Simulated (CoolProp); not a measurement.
50 sccm (0 °C, 1 atm) of nitrogen bubbles through liquid octamethyltrisiloxane (MDM) at 293 K and leaves saturated at a total pressure of 0.00912 MPa (ideal gas phase). Each further row changes one setting.

Values from CoolProp's reference Helmholtz-energy equation of state, Thol 2017.

```json
[
 {"case": "as stated", "vapour pressure (kPa)": "0.354", "mole fraction of vapour": "0.0388", "delivery (mg/min)": "21.3", "delivery (sccm)": "2.02", "change of delivery for a bath 1 K warmer (%)": "7.4"},
 {"case": "bath temperature 298 K", "vapour pressure (kPa)": "0.494", "mole fraction of vapour": "0.0542", "delivery (mg/min)": "30.2", "delivery (sccm)": "2.87", "change of delivery for a bath 1 K warmer (%)": "7.2"},
 {"case": "total pressure 0.0182 MPa", "vapour pressure (kPa)": "0.354", "mole fraction of vapour": "0.0194", "delivery (mg/min)": "10.5", "delivery (sccm)": "0.991", "change of delivery for a bath 1 K warmer (%)": "7.2"}
]
```
